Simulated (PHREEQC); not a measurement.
Reverse-osmosis permeate

A made-up water analysis in mg/L, 25 °C, pH 6.61, pe -2:

```tsv
constituent	mg/L
Na	3.73
K	0.224
Ca	1.74
Mg	0.406
Cl	6.42
S(6) as SO4	0.639
Alkalinity as HCO3	5.66
N(-3) as NH4	0.0738
Sr	0.00852
```

Valence states are taken as typed.

Computed with PHREEQC (ion-association model, wateq4f.dat).

The ionic strength is 0.000356 mol/kgw and the charge-balance error comes out as 0.9 %.

```
species  molality  activity   log γ
-------  --------  --------  ------
Cl-      0.000181  0.000177  -0.009
Na+      0.000162  0.000159  -0.009
HCO3-     9.28e-5   9.09e-5  -0.009
CO2       5.01e-5   5.02e-5   0.000
Ca+2      4.33e-5   3.97e-5  -0.037
Mg+2      1.67e-5   1.53e-5  -0.037
SO4-2     6.58e-6   6.03e-6  -0.037
K+        5.73e-6   5.61e-6  -0.009
NH4+      4.08e-6   3.99e-6  -0.009
H+        2.51e-7   2.46e-7  -0.009
```

Precipitation was switched off in this run.
